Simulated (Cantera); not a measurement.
Ti + C₃H₈ + H₂ (titanium nitride, carbide and oxide coatings)

A closed system holds: 1 mol Ti, 1.2 mol C₃H₈, 16 mol H₂, at 1.90 mbar.

Method: chemical equilibrium by Gibbs-energy minimisation in Cantera with the NASA 1993 tables (ideal gas, pure condensed phases). Candidate condensed phases: C, C₆H₆, C₇H₈, C₈H₁₈, Ti, TiC; 77 gas species. TiC: taken at fixed stoichiometry. The numbers say what is thermodynamically allowed, not how fast it happens.

| T (°C) | log p H₂ | log p H | log p C₂H₂ (acetylene) | log p Ti | log p C₂H | log p CH₄ | n C(graphite) | n TiC(s) |
|---|---|---|---|---|---|---|---|---|
| 1250 | -2.72 | -6.00 | -7.65 | -14.40 | -13.59 | -8.08 | 2.60 | 1.00 |
| 1300 | -2.72 | -5.75 | -7.41 | -13.70 | -12.97 | -8.18 | 2.60 | 1.00 |
| 1350 | -2.72 | -5.52 | -7.18 | -13.03 | -12.40 | -8.27 | 2.60 | 1.00 |
| 1400 | -2.72 | -5.30 | -6.97 | -12.41 | -11.86 | -8.36 | 2.60 | 1.00 |
| 1450 | -2.72 | -5.10 | -6.77 | -11.83 | -11.35 | -8.44 | 2.60 | 1.00 |
| 1500 | -2.72 | -4.91 | -6.58 | -11.27 | -10.87 | -8.52 | 2.59 | 1.00 |
| 1550 | -2.73 | -4.73 | -6.40 | -10.75 | -10.42 | -8.60 | 2.59 | 1.00 |
| 1600 | -2.73 | -4.55 | -6.23 | -10.26 | -9.99 | -8.67 | 2.59 | 1.000 |
| 1650 | -2.73 | -4.39 | -6.08 | -9.79 | -9.58 | -8.74 | 2.58 | 1.000 |
| 1700 | -2.73 | -4.24 | -5.93 | -9.35 | -9.20 | -8.81 | 2.57 | 1.000 |
| 1750 | -2.74 | -4.09 | -5.79 | -8.93 | -8.83 | -8.88 | 2.56 | 1.000 |
| 1800 | -2.75 | -3.95 | -5.66 | -8.53 | -8.49 | -8.95 | 2.55 | 1.000 |
| 1850 | -2.76 | -3.82 | -5.54 | -8.14 | -8.16 | -9.02 | 2.53 | 1.000 |
| 1900 | -2.77 | -3.70 | -5.43 | -7.78 | -7.85 | -9.10 | 2.51 | 1.000 |
log p: log10 of the partial pressure in bar; n: condensed amount in mol.

From 1250 °C to 1900 °C the condensed part is C(graphite) + TiC(s).
